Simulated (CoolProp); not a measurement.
Properties of C2F6 (R116) along the isotherm 425 K.

Values from CoolProp's reference Helmholtz-energy equation of state, Lemmon 2006. It is a short technical equation, of lower accuracy than the large ones.

```
p (kPa)          phase  cp (kJ/(kg K))  Joule-Thomson coefficient (K/MPa)  conductivity (mW/(m K))  fugacity coefficient
-------  -------------  --------------  ---------------------------------  -----------------------  --------------------
96.4               gas          0.9397                              3.251                     24.7                0.9974
141                gas          0.9404                              3.253                     24.7                0.9962
208                gas          0.9414                              3.256                     24.7                0.9944
305                gas          0.9428                              3.260                     24.8                0.9917
447                gas          0.9450                              3.266                     24.8                0.9879
657                gas          0.9483                              3.274                     24.9                0.9824
964                gas          0.9533                              3.285                     24.9                0.9743
1410               gas          0.9610                              3.296                     25.1                0.9628
2080               gas          0.9735                              3.303                     25.3                0.9461
3050     supercritical          0.9935                              3.289                     25.8                0.9228
4470     supercritical           1.026                              3.206                     26.7                0.8908
6570     supercritical           1.078                              2.938                     28.4                0.8485
9640     supercritical           1.142                              2.306                     31.5                0.7980
14100    supercritical           1.175                              1.340                     36.5                0.7495
20800    supercritical           1.160                             0.5223                     42.8                0.7223
30500    supercritical           1.137                            0.08207                     49.8                0.7439
```

Thermal conductivity comes from a separate model (Huber 2003), an estimate that may be off by 10 % or more.
